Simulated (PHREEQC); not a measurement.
A solution holds 5.6 mmol/kgw Al2(SO4)3, 1.3 mmol/kgw CaCl2, 10.2 mmol/kgw HCl and 1.3 mmol/kgw Na2SO4, at 90 °C. Closed to the air; pH follows from the charge balance.

Computed with PHREEQC (ion-association model, phreeqc.dat).

This is a speciation only: nothing precipitates in the calculation.

Question: Order these Ca species by the share of Ca that they hold, largest first: Ca+2, CaSO4, CaHSO4+.

Answer: Ca+2 (81 %), CaSO4 (17 %), CaHSO4+ (2.2 %)

Question: Order these Al species by the share of Al that they hold, largest first: AlSO4+, Al(SO4)2-, Al+3, AlOH+2, AlHSO4+2.

Answer: AlSO4+ (70 %), Al+3 (24 %), Al(SO4)2- (4.9 %), AlOH+2 (1.1 %), AlHSO4+2 (0.14 %)

The pH is 2.35 and the ionic strength 0.0389 mol/kgw. Constants without temperature data keep their 25 °C values here.
